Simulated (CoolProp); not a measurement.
Vapour-liquid equilibrium of dimethyl ether (1) + ethanol (2) at 0.444 bar; x and y are mole fractions of (1).

The numbers come from the multi-fluid Helmholtz-energy mixture model, Wu 2011 and Schroeder 2014; pair parameters Bell 2016 in CoolProp.

```
x     bubble temperature (K)  y at the bubble point  dew temperature at overall composition x (K)  liquid density (mol/L)
----  ----------------------  ---------------------  --------------------------------------------  ----------------------
0.05                   290.5                  0.891                                         330.9                   17.10
0.15                   261.7                  0.986                                         328.5                   17.48
0.25                   250.9                  0.995                                         325.8                   17.53
0.35                   245.0                  0.997                                         322.8                   17.48
0.45                   241.2                  0.998                                         319.4                   17.39
0.55                   238.7                  0.999                                         315.4                   17.27
0.65                   236.8                  0.999                                         310.6                   17.13
0.75                   235.1                  0.999                                         304.5                   16.96
0.85                   233.6                  1.000                                         295.6                   16.77
0.95                   231.9                  1.000                                         278.6                   16.57
```

No azeotrope shows between x = 0.05 and 0.95.

The pair parameters rest on a limited set of measurements; away from them the model extrapolates. With so large a gap from Raoult's law the liquid may split in two, which this calculation doesn't test in full.
